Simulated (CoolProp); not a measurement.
Properties of n-nonane at several states.

Computed with CoolProp (reference Helmholtz-energy equation of state, Lemmon 2006). It is a short technical equation, of lower accuracy than the large ones.

| T (°C) | p (MPa) | phase | Z | cp (kJ/(kg K)) | cv (kJ/(kg K)) | viscosity (µPa s) | Prandtl number |
|---|---|---|---|---|---|---|---|
| 297.95 | 1.54 | gas | 0.5993 | 3.560 | 2.825 | 11.4 | 0.948 |
| 91.85 | 2.22 | liquid | 0.1415 | 2.469 | 2.040 | 339 | 7.53 |
| -40.15 | 2.33 | liquid | 0.2012 | 2.009 | 1.573 | 2460 | 33.3 |

Viscosity comes from a separate model (Huber 2004). Thermal conductivity comes from a separate model (Huber 2005).
